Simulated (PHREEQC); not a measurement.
Make-up at 20 °C: 0.46 mol H3BO3 and 0.19 mol KBr per kg of water. Closed to the air; pH follows from the charge balance.

Model: Pitzer model, pitzer.dat, run in PHREEQC.

### Question
The ionic strength comes out as 0.190 mol/kgw. What activity coefficients do K+, B(OH)4-, B3O3(OH)4-, H+, Br- get?

### Answer
K+ 0.69, B(OH)4- 0.65, B3O3(OH)4- 0.49, H+ 0.86, Br- 0.67. Single-ion values are on the MacInnes scale.

No solid was allowed to form. Complexes and solids missing from the database can't appear.
